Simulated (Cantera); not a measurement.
An adiabatic, constant-volume homogeneous reactor starts with CH4 : O2 : N2 = 1 : 3.39 : 12.7 (molar parts), at 1800 K and 3750 Torr.

Cantera simulation using GRI-Mech 3.0 (53 species, 325 reactions); the numbers are that mechanism's predictions, not measurements.

One state of this run: T (K) = 2899; P (bar) = 8.21; x CH4 = <1e-12; x O2 = 0.0692; x C2H = <1e-12; x H2 = 0.00420; x HCN = 5.20e-10. x: mole fraction; the columns are a selection and need not sum to one.

Problem. Which value of t (s) does it belong to?
A) 0.0886
B) 1.15e-5
C) 2.59e-5
D) 2.26e-6

Solution. A, 0.0886
